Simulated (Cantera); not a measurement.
**Low-pressure radical oxidation in H2/O2**

A perfectly stirred reactor is fed with 5.39 % H2, 94.6 % O2, equivalence ratio 0.029, at 20.0 Torr; it is held at 1100 K, and followed from long to short residence time.

Cantera simulation using the H2/O2 subset of GRI-Mech 3.0, which has no nitrogen chemistry; the numbers are that mechanism's predictions, not measurements. Radical loss at walls, strong at low pressure, is not modelled. The temperature is held fixed by assumption; the heat of reaction is taken as removed at once.

```csv
τ (s),x H2,x O2,x O,x H2O,x HO2,x OH
29,2.56e-5,0.944,9.82e-5,0.0553,6.45e-7,0.000146
11,4.70e-5,0.944,0.000187,0.0553,1.04e-6,0.000202
4.2,8.49e-5,0.944,0.000353,0.0552,1.61e-6,0.000280
1.6,0.000151,0.944,0.000663,0.0550,2.41e-6,0.000390
0.60,0.000269,0.943,0.00124,0.0548,3.47e-6,0.000549
0.23,0.000467,0.942,0.00224,0.0544,4.77e-6,0.000771
0.086,0.000817,0.940,0.00399,0.0536,6.31e-6,0.00110
0.033,0.00141,0.937,0.00668,0.0523,7.89e-6,0.00155
0.012,0.00255,0.932,0.0106,0.0497,9.41e-6,0.00220
0.0047,0.00450,0.927,0.0145,0.0458,1.04e-5,0.00295
```
x: mole fraction; the columns are a selection and need not sum to one.
